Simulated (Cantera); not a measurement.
What does this Cantera script print?

```python
import numpy as np
import cantera as ct

gas_names = """
    CL CLO CL2 H HCL HOCL HO2 H2 H2O H2O2 Li LiCL LiH LiO LiOH Li2 Li2CL2 Li2O Li2O2 Li2O2H2 Li3CL3 O OH
    O2 O3
""".split()
cond_names = """
    H2O(s) H2O(L) Li(cr) Li(L) LiCL(s) LiCL(L) LiH(s) LiH(L) LiOH(s) LiOH(L) Li2O(s) Li2O(L)
""".split()


# ... load() reads the species with a 1 bar reference pressure and builds the phases ...
atoms = {
    'LiCl': {'Li': 1, 'CL': 1},
    'O2': {'O': 2},
    'H2': {'H': 2},
}
top_T = {}  # K; cautious upper limits of use, not melting points


# ... equilibrate(T, P, feed) seeds the gas with the atoms and calls Mixture.equilibrate('TP', solver="vcs", rtol=1e-11, max_steps=5000) ...
results = []
T = 1648  # K
P = 0.11  # Pa
for m in [60, 73, 89, 110, 130, 160, 200, 240, 300, 360]:
    feed = {'LiCl': 1, 'O2': 0.058, 'H2': m}  # mol
    mix = equilibrate(T, P, feed)
    results.append((T, P, feed, dict(zip(mix.species_names, mix.species_moles))))

top = {s: max(r[3][s] / sum(r[3][g] for g in gas_names) for r in results) for s in gas_names}
cols = sorted((s for s in top if top[s] > 1e-05), key=lambda s: -top[s])[:8]
seen = [c for c in cond_names if any(r[3].get(c, 0) > 1e-12 for r in results)]
print("log10 of partial pressures in bar; condensed amounts in mol")
print(f"{'n(H2)':>10s}" + "".join(f"{s[:9]:>10s}" for s in cols + seen))
for T, P, feed, n in results:
    ng = sum(n[g] for g in gas_names)
    print(f"{feed['H2']:10.4g}" + "".join(f"{np.log10(max(n[s] / ng * P / 1e5, 1e-99)):10.3f}" for s in cols)
          + "".join(f"{n.get(c, 0):10.4g}" for c in seen))
```

Output:

```
log10 of partial pressures in bar; condensed amounts in mol
     n(H2)        H2         H      LiCL        Li       HCL       H2O        CL
        60    -6.005    -7.053    -7.892    -8.353    -8.382    -8.701    -9.535
        73    -6.004    -7.052    -7.989    -8.401    -8.430    -8.785    -9.584
        89    -6.002    -7.052    -8.088    -8.450    -8.480    -8.869    -9.634
       110    -6.001    -7.051    -8.196    -8.504    -8.533    -8.960    -9.689
       130    -6.000    -7.051    -8.283    -8.547    -8.577    -9.032    -9.732
       160    -6.000    -7.050    -8.393    -8.602    -8.631    -9.122    -9.787
       200    -5.999    -7.050    -8.513    -8.662    -8.691    -9.218    -9.848
       240    -5.998    -7.050    -8.614    -8.712    -8.741    -9.297    -9.898
       300    -5.998    -7.049    -8.739    -8.775    -8.804    -9.393    -9.961
       360    -5.997    -7.049    -8.844    -8.827    -8.856    -9.472   -10.014
```

Cantera equilibrium calculation (NASA polynomials, part measured and part estimated; ideal gas, pure solids and liquids).
